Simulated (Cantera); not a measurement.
Cantera run, input and output.

```python
import numpy as np
import cantera as ct

gas = ct.Solution("gri30.yaml")
gas.TPX = 698, 77000, {'CH4': 1, 'C2H6': 0.94, 'C3H8': 0.067, 'O2': 4.33, 'N2': 12.1}
flame = ct.FreeFlame(gas, width=0.048)
flame.set_refine_criteria(ratio=3, slope=0.08, curve=0.16)
flame.transport_model = "mixture-averaged"
flame.solve(loglevel=0, auto=True)
z, T = flame.grid, flame.T
thick = (T[-1] - T[0]) / np.gradient(T, z).max()
show = ['CH4', 'C2H6', 'C3H8', 'CH2CO', 'CO', 'CH2']
print(f"laminar burning velocity  {flame.velocity[0] * 100:.3f} cm/s")
print(f"burnt temperature         {T[-1]:.1f} K")
print(f"thermal thickness         {thick * 1e3:.4f} mm")
print(f"grid points               {len(z)}")
z0 = z[flame.heat_release_rate.argmax()]
print(f"{'z/mm':>9s}{'T/K':>9s}{'u/(m/s)':>9s}" + "".join(f"{s:>11s}" for s in show))
rows = []
for k in (-3, -2, -1.5, -1, -0.5, -0.25, 0, 0.25, 0.5, 1, 2, 4, 8):
    zz = z0 + k * thick
    rows.append([k * thick, np.interp(zz, z, T), np.interp(zz, z, flame.velocity),
                 *(np.interp(zz, z, flame.X[gas.species_index(s)]) for s in show)])
    print(f"{rows[-1][0] * 1e3:9.3f}{rows[-1][1]:9.1f}{rows[-1][2]:9.3f}" + "".join(f"{x:11.3e}" for x in rows[-1][3:]))
```

Result:

```
laminar burning velocity  238.499 cm/s
burnt temperature         2553.7 K
thermal thickness         0.2946 mm
grid points               147
     z/mm      T/K  u/(m/s)        CH4       C2H6       C3H8      CH2CO         CO        CH2
   -0.884    698.1    2.390  5.411e-02  5.088e-02  3.627e-03  5.930e-09  3.976e-06  4.175e-18
   -0.589    699.8    2.406  5.379e-02  5.065e-02  3.612e-03  1.411e-07  5.706e-05  6.949e-15
   -0.442    707.0    2.445  5.323e-02  5.028e-02  3.591e-03  1.118e-06  3.016e-04  1.260e-12
   -0.295    766.2    2.687  5.100e-02  4.862e-02  3.521e-03  1.871e-05  2.547e-03  1.176e-09
   -0.147   1198.9    4.374  3.926e-02  3.303e-02  2.701e-03  4.437e-04  2.481e-02  1.578e-06
   -0.074   1642.5    6.199  2.500e-02  1.159e-02  8.053e-04  1.190e-03  5.710e-02  4.709e-05
    0.000   2041.6    7.895  8.810e-03  6.593e-04  1.718e-05  9.942e-04  9.245e-02  2.180e-04
    0.074   2251.4    8.767  1.520e-03  4.708e-06  2.140e-08  2.560e-04  1.073e-01  1.628e-04
    0.147   2319.3    9.027  1.703e-04  2.251e-08  6.073e-12  3.456e-05  1.055e-01  3.856e-05
    0.295   2349.1    9.104  1.674e-06  2.547e-12  2.798e-18  3.931e-07  9.622e-02  6.060e-07
    0.589   2371.9    9.157  7.122e-10  1.923e-18  3.424e-26  2.110e-10  9.049e-02  3.281e-10
    1.179   2401.9    9.249  1.499e-13  2.858e-23  2.861e-33  5.288e-14  8.944e-02  1.050e-13
    2.357   2443.9    9.383  1.593e-14  6.706e-28 -5.043e-40  1.270e-16  8.922e-02  2.675e-14
```

Model: GRI-Mech 3.0 (53 species, 325 reactions), integrated in Cantera. Burning velocities carry a grid error of a few per cent, more on coarse grids.
